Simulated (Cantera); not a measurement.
An isothermal, constant-pressure homogeneous reactor starts with C2H6 : N2 = 1 : 28 (molar parts), at 1623 K and 150 Pa.

Detailed kinetics in Cantera: GRI-Mech 3.0 (53 species, 325 reactions). GRI-Mech 3.0 stops at C3 and has no aromatics, soot or wall deposition, so with more carbon than oxygen in the feed, carbon stays in small species such as C2H2 where larger ones or solid carbon would form. Radical loss at walls, strong at low pressure, is not modelled.

x: mole fraction; the columns are a selection and need not sum to one.

```csv
t (s),x C2H6,x H,x H2,x C2H2,x HCN,x C2H4,x CH3
0.000100,0.0343,[?],3.86e-8,1.47e-12,<1e-12,6.29e-8,0.000365
0.000298,0.0339,[?],8.17e-7,9.86e-11,<1e-12,1.42e-6,0.00108
0.000891,0.0328,[?],3.26e-5,1.13e-8,4.96e-11,3.89e-5,0.00309
0.00266,0.0284,[?],0.00111,6.16e-6,6.13e-8,0.00115,0.00798
0.00794,0.0126,[?],0.0111,0.000968,1.81e-6,0.0103,0.0149
0.0237,0.000265,[?],0.0351,0.0135,9.24e-6,0.0121,0.00589
0.0707,5.14e-6,[?],0.0490,0.0245,1.33e-5,0.00374,0.00145
0.211,1.33e-6,[?],0.0541,0.0283,1.45e-5,0.000731,0.000647
0.630,4.73e-7,[?],0.0563,0.0295,1.52e-5,0.000131,0.000352
1.88,1.80e-7,[?],0.0579,0.0301,1.58e-5,4.82e-5,0.000205
5.61,7.84e-8,[?],0.0597,0.0307,1.65e-5,2.13e-5,0.000133
16.8,2.89e-8,[?],0.0619,0.0314,1.79e-5,7.37e-6,8.24e-5
50.0,4.19e-9,[?],0.0637,0.0320,2.20e-5,1.18e-6,3.37e-5
```

Question: Complete the blanks.

Answer: 
- 0.000100, x H: 1.71e-7
- 0.000298, x H: 1.65e-6
- 0.000891, x H: 2.42e-5
- 0.00266, x H: 0.000251
- 0.00794, x H: 0.000840
- 0.0237, x H: 0.00126
- 0.0707, x H: 0.000531
- 0.211, x H: 0.000291
- 0.630, x H: 0.000189
- 1.88, x H: 0.000136
- 5.61, x H: 0.000122
- 16.8, x H: 0.000145
- 50.0, x H: 0.000216
